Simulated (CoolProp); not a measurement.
Saturation properties of n-perfluorohexane.

Model: reference Helmholtz-energy equation of state, Gao 2022, in CoolProp.

```csv
T (°C),p (MPa),liquid density (kg/m³),vapour density (kg/m³)
74.25,0.1748,1522,22.56
77.95,0.1950,1509,25.12
81.65,0.2170,1496,27.92
85.35,0.2408,1482,30.96
89.15,0.2672,1468,34.38
92.85,0.2951,1454,38.00
96.55,0.3251,1440,41.94
100.25,0.3573,1425,46.23
103.95,0.3920,1410,50.90
107.75,0.4302,1394,56.14
111.45,0.4700,1377,61.70
115.15,0.5126,1360,67.77
118.85,0.5581,1343,74.40
```

It boils at 57.1 °C under 1 atm.
